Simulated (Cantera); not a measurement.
Transport properties of process gases

Gas mixture: 100 % O2, at 1.00 bar, frozen composition.

Cantera's kinetic-theory transport with the Lennard-Jones parameters of GRI-Mech 3.0, ideal gas; thermal conductivity in the multicomponent form.

```json
[
 {"T (K)": "400", "ρ (kg/m³)": "0.962", "cp (J/kg/K)": "941.4", "μ (µPa s)": "25.6", "λ (mW/m/K)": "33.9", "Pr": "0.712", "D (cm²/s) H2O": "0.405", "D (cm²/s) O": "0.551", "D (cm²/s) NH3": "0.390"},
 {"T (K)": "650", "ρ (kg/m³)": "0.592", "cp (J/kg/K)": "1017", "μ (µPa s)": "36.0", "λ (mW/m/K)": "51.6", "Pr": "0.710", "D (cm²/s) H2O": "0.999", "D (cm²/s) O": "1.26", "D (cm²/s) NH3": "0.950"},
 {"T (K)": "900", "ρ (kg/m³)": "0.428", "cp (J/kg/K)": "1074", "μ (µPa s)": "44.7", "λ (mW/m/K)": "67.7", "Pr": "0.709", "D (cm²/s) H2O": "1.79", "D (cm²/s) O": "2.17", "D (cm²/s) NH3": "1.69"},
 {"T (K)": "1150", "ρ (kg/m³)": "0.335", "cp (J/kg/K)": "1109", "μ (µPa s)": "52.5", "λ (mW/m/K)": "82.1", "Pr": "0.709", "D (cm²/s) H2O": "2.74", "D (cm²/s) O": "3.26", "D (cm²/s) NH3": "2.57"},
 {"T (K)": "1400", "ρ (kg/m³)": "0.275", "cp (J/kg/K)": "1134", "μ (µPa s)": "59.7", "λ (mW/m/K)": "95.6", "Pr": "0.708", "D (cm²/s) H2O": "3.83", "D (cm²/s) O": "4.52", "D (cm²/s) NH3": "3.59"},
 {"T (K)": "1650", "ρ (kg/m³)": "0.233", "cp (J/kg/K)": "1155", "μ (µPa s)": "66.4", "λ (mW/m/K)": "108", "Pr": "0.708", "D (cm²/s) H2O": "5.06", "D (cm²/s) O": "5.93", "D (cm²/s) NH3": "4.74"},
 {"T (K)": "1900", "ρ (kg/m³)": "0.203", "cp (J/kg/K)": "1174", "μ (µPa s)": "72.7", "λ (mW/m/K)": "121", "Pr": "0.707", "D (cm²/s) H2O": "6.42", "D (cm²/s) O": "7.49", "D (cm²/s) NH3": "6.01"}
]
```
D: mixture-averaged diffusion coefficient of that species in the mixture.
